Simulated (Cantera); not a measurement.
Cantera run:

```python
import numpy as np
import cantera as ct

gas_names = """
    C CH CH2 CH3 CH2OH CH3O CH4 CH3OH CO CO2 COOH C2 C2H CHCO,ketyl C2H2,acetylene C2H2,vinylidene
    CH2CO,ketene C2H3,vinyl CH3CO,acetyl C2H4 C2H4O,ethylen CH3CHO,ethanal CH3COOH (HCOOH)2 C2H5 C2H6
    CH3OCH3 C2H5OH C2O C3 C3H3,propargyl C3H4,allene C3H4,propyne C3H4,cyclo- C3H5,allyl C3H6,propylene
    C3H6,cyclo- C3H6O C3H7,n-propyl C3H7,i-propyl C3H8 C3H8O,1propanol C3H8O,2propanol C3O2 C4 C4H2
    C4H4,1,3-cyclo- C4H6,butadiene C4H6,2-butyne C4H6,cyclo- C4H8,1-butene C4H8,cis2-buten
    C4H8,tr2-butene C4H8,isobutene C4H8,cyclo- (CH3COOH)2 C4H9,n-butyl C4H9,i-butyl C4H9,s-butyl
    C4H9,t-butyl C4H10,isobutane C4H10,n-butane C5 C5H6,1,3cyclo- C5H8,cyclo- C5H10,1-pentene
    C5H10,cyclo- C5H11,pentyl C5H11,t-pentyl C5H12,n-pentane C5H12,i-pentane CH3C(CH3)2CH3 C6H2
    C6H5,phenyl C6H5O,phenoxy C6H6 C6H5OH,phenol C6H10,cyclo- C6H12,1-hexene C6H12,cyclo- C6H13,n-hexyl
    C7H7,benzyl C7H8 C7H8O,cresol C7H14,1-heptene C7H15,n-heptyl C7H16,n-heptane C8H8,styrene
    C8H10,ethylbenz C8H16,1-octene C8H17,n-octyl C8H18,isooctane C8H18,n-octane C9H19,n-nonyl
    C10H8,naphthale C10H21,n-decyl C12H9,o-bipheny C12H10,bipheny H HCO HO2 H2 HCHO,formaldehy HCOOH H2O
    H2O2 O OH O2 O3
""".split()
cond_names = """
    C(gr) C6H6(L) C7H8(L) C8H18(L),n-octa H2O(s) H2O(L)
""".split()


def load(file, names, dense=False):
    # The tables refer to 1 bar. Condensed volumes are neglected.
    table = {s.name: s for s in ct.Species.list_from_file(file)}
    out = []
    for n in names:
        d = dict(table[n].input_data)
        d["thermo"] = dict(d["thermo"], **{"reference-pressure": 1e5})
        if dense:
            d["equation-of-state"] = {"model": "constant-volume", "density": "1e6 g/cm^3"}
        out.append(ct.Species.from_dict(d))
    return out


gas = ct.Solution(thermo="ideal-gas", species=load("nasa_gas.yaml", gas_names))
cond = {s.name: ct.Solution(thermo="fixed-stoichiometry", species=[s], name=s.name)
        for s in load("nasa_condensed.yaml", cond_names, dense=True)}
atoms = {
    'C2H2': {'C': 2, 'H': 2},
    'CO2': {'C': 1, 'O': 2},
    'H2': {'H': 2},
    'H2O': {'H': 2, 'O': 1},
}
top_T = {'C(gr)': 4500}  # K; cautious upper limits of use, not melting points


def equilibrate(T, P, feed):
    n = {}
    for name, mol in feed.items():
        for a, k in atoms[name].items():
            n[a] = n.get(a, 0.0) + k * mol
    gas.TPX = T, P, n
    mass = sum(n.values()) * gas.mean_molecular_weight
    gas.equilibrate("TP")
    valid = [c for c in cond.values() if c.min_temp <= T <= top_T.get(c.name, c.max_temp)]
    mix = ct.Mixture([(gas, mass / gas.mean_molecular_weight)] + [(c, 0.0) for c in valid])
    mix.T, mix.P = T, P
    mix.equilibrate("TP", solver="vcs", rtol=1e-11, max_steps=5000)
    return mix


results = []
feed = {'C2H2': 1, 'CO2': 0.039, 'H2': 34, 'H2O': 0.77}  # mol
P = 10000  # Pa
for T in [2048, 2123, 2198, 2273, 2348, 2423, 2498]:
    mix = equilibrate(T, P, feed)
    results.append((T, P, feed, dict(zip(mix.species_names, mix.species_moles))))
    x = sorted(zip(gas.X, gas.species_names), reverse=True)
    print(f"T = {T:g} K  P = {P:g} Pa  gas = {mix.phase_moles(0):.4g} mol")
    print("   x: " + "  ".join(f"{s} {v:.3e}" for v, s in x if v > 0.0001))
    print("   condensed (mol): " + ("  ".join(f"{mix.phase(i).name} {mix.phase_moles(i):.4g}"
          for i in range(1, mix.n_phases) if mix.phase_moles(i) > 1e-12) or "none"))
```

Result:

```
T = 2048 K  P = 10000 Pa  gas = 36.74 mol
   x: H2 9.689e-01  CO 2.308e-02  H 6.970e-03  C2H2,acetylene 1.016e-03
   condensed (mol): C(gr) 1.115
T = 2123 K  P = 10000 Pa  gas = 36.82 mol
   x: H2 9.642e-01  CO 2.303e-02  H 1.114e-02  C2H2,acetylene 1.597e-03
   condensed (mol): C(gr) 1.072
T = 2198 K  P = 10000 Pa  gas = 36.94 mol
   x: H2 9.573e-01  CO 2.296e-02  H 1.723e-02  C2H2,acetylene 2.427e-03
   condensed (mol): C(gr) 1.01
T = 2273 K  P = 10000 Pa  gas = 37.1 mol
   x: H2 9.477e-01  H 2.586e-02  CO 2.286e-02  C2H2,acetylene 3.573e-03
   condensed (mol): C(gr) 0.9235
T = 2348 K  P = 10000 Pa  gas = 37.32 mol
   x: H2 9.344e-01  H 3.775e-02  CO 2.272e-02  C2H2,acetylene 5.106e-03
   condensed (mol): C(gr) 0.8059
T = 2423 K  P = 10000 Pa  gas = 37.63 mol
   x: H2 9.166e-01  H 5.368e-02  CO 2.254e-02  C2H2,acetylene 7.093e-03
   condensed (mol): C(gr) 0.6501
T = 2498 K  P = 10000 Pa  gas = 38.04 mol
   x: H2 8.935e-01  H 7.449e-02  CO 2.230e-02  C2H2,acetylene 9.584e-03
   condensed (mol): C(gr) 0.4484
```

Cantera equilibrium calculation (NASA polynomials, part measured and part estimated; ideal gas, pure solids and liquids).
